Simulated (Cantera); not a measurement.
**Si + HCl + N2 + F2 (silicon etching in halogen gases)**

Charge: 1 mol Si, 21 mol HCl, 59 mol N2, 7.6 mol F2, held at 773.15 K and 29.0 mbar.

Equilibrium computed with Cantera from the NASA thermochemical tables; the gas is ideal and each condensed phase is pure. Candidate condensed phases: NH4Cl, Si, Si3N4; 49 gas species. Kinetics and transport are ignored.

The x(N2) is 0.681 and the x(HF) comes out as 0.129. The x(HCl) is 0.113 and the x(Cl2) comes out as 0.0647. The x(SiF4) comes out as 0.0115. The x(Cl) comes out as 7.33e-6 and the gas amount comes out as 86.60 mol. The log10 activity of Si(s) (absent) is -51.72.
